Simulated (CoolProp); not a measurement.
The numbers come from the reference Helmholtz-energy equation of state, Lemmon 2006 in CoolProp. It is a short technical equation, of lower accuracy than the large ones.

**Question.** For R141b, give the phase and the Z, isothermal compressibility (1/MPa), expansivity (1/kK), conductivity (mW/(m K)) at -88.65 °C and 1.1 MPa; -63.35 °C and 1.1 MPa; -46.45 °C and 1.1 MPa.

**Answer.** 
- -88.65 °C and 1.1 MPa: liquid; Z 0.0581, isothermal compressibility 0.000594, expansivity 1.26, conductivity 123
- -63.35 °C and 1.1 MPa: liquid; Z 0.0528, isothermal compressibility 0.000738, expansivity 1.28, conductivity 116
- -46.45 °C and 1.1 MPa: liquid; Z 0.0499, isothermal compressibility 0.000855, expansivity 1.30, conductivity 112

Thermal conductivity comes from a separate model (Huber 2003), an estimate that may be off by 10 % or more.
